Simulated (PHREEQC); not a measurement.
A solution holds 0.001 mol/kgw HF, 0.0033 mol/kgw KF and 0.028 mol/kgw HCl, at 20 °C. Closed to the air; pH follows from the charge balance.

All values are PHREEQC results (ion-association model, phreeqc.dat), not measurements.

```tsv
quantity	before	after
pH	1.66	1.66
ionic strength (mol/kgw)	0.0282	0.0282
F- (mol/kgw)	0.000164	0.000201
HF2- (mol/kgw)	2.49e-6	3.77e-6
```

**Question.** What was changed between the two runs?
(A) HF left out
(B) 0.00097 mol/kgw HNO3 added
(C) 0.0094 mol/kgw NaOH added
(D) KF replaced by Na2SiF6 at the same molality
(E) HF from 0.001 to 0.002 mol/kgw

**Answer.** E, HF from 0.001 to 0.002 mol/kgw

Precipitation was switched off in this run.
